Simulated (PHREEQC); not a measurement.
**Hard or scaling water (model solution)**

A solution holds 0.0026 mol/kgw CaCl2, 0.006 mol/kgw CO2 and 0.00015 mol/kgw NaCl, at 25 °C. Closed to the air; pH follows from the charge balance.

The numbers come from PHREEQC with the ion-association model, phreeqc.dat.

| Property | Value |
|---|---|
| pH | 4.28 |
| ionic strength | 0.00800 mol/kgw |
| specific conductance | 682 µS/cm |

```tsv
species	molality	activity	log γ
CO2	0.00594	0.00595	0.001
Cl-	0.00535	0.00487	-0.041
Ca+2	0.00260	0.00181	-0.158
Na+	0.000150	0.000137	-0.040
H+	5.68e-5	5.22e-5	-0.036
HCO3-	5.55e-5	5.07e-5	-0.039
CaHCO3+	1.28e-6	1.17e-6	-0.039
(CO2)2	6.49e-7	6.50e-7	0.001
NaHCO3	3.89e-9	3.90e-9	0.001
```

Precipitation was switched off in this run.
